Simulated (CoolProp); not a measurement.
Vapour-liquid equilibrium of dimethyl ether (1) + n-butane (2) at -2.15 °C; x and y are mole fractions of (1).

Model: multi-fluid Helmholtz-energy mixture model, Wu 2011 and Bücker 2006; pair parameters Bell 2016, in CoolProp.

**Question.** Give the bubble pressure and the first vapour's composition at x = 0.65, 0.8, 0.95. Is there an azeotrope?

**Answer.** x = 0.65: 2.156 bar, y = 0.797; x = 0.8: 2.307 bar, y = 0.875; x = 0.95: 2.435 bar, y = 0.965. No azeotrope shows between x = 0.05 and 0.95.

Pair parameters are fitted to limited data, so mixtures are less certain than the pure fluids.
